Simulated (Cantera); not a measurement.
A closed system holds: 1 mol Si, 1 mol N2O, 5.1 mol H2, equilibrated at 923.15 K and 1.00 bar.

Cantera equilibrium calculation (NASA polynomials, part measured and part estimated; ideal gas, pure solids and liquids). Candidate condensed phases: H2O, Si, SiO2, Si2N2O, Si3N4; 35 gas species. Rates play no part.

Base state: H2 0.884, N2 0.115, NH3 0.000285, H2O 4.22e-5 (mole fractions); condensed: SiO2(β-quartz) + Si2N2O(s).

**Question.** What changes in the equilibrium state with this change: N2O from 1 to 0.26 mol?

**Answer.** 
| species | before | after |
|---|---|---|
| H2 | 0.884 | 1.00 |
| N2 | 0.115 | <1e-9 |
| NH3 | 0.000285 | <1e-9 |
| H2O | 4.22e-5 | <1e-9 |
| SiO2(β-quartz), mol | 0.333 | 0 |
| Si2N2O(s), mol | 0.333 | 0.260 |
| Si(s), mol | 0 | 0.480 |

**Question.** What changes in the equilibrium state with this change: N2O from 1 to 0.018 mol?

**Answer.** 
| species | before | after |
|---|---|---|
| H2 | 0.884 | 1.00 |
| N2 | 0.115 | <1e-9 |
| NH3 | 0.000285 | <1e-9 |
| H2O | 4.22e-5 | <1e-9 |
| SiO2(β-quartz), mol | 0.333 | 0 |
| Si2N2O(s), mol | 0.333 | 0.0180 |
| Si(s), mol | 0 | 0.964 |

**Question.** What changes in the equilibrium state with this change: N2O from 1 to 1.8 mol?

**Answer.** 
```tsv
species	before	after
H2	0.884	0.746
N2	0.115	0.254
NH3	0.000285	0.000327
H2O	4.22e-5	4.63e-5
SiO2(β-quartz), mol	0.333	0.866
Si2N2O(s), mol	0.333	0.0668
```
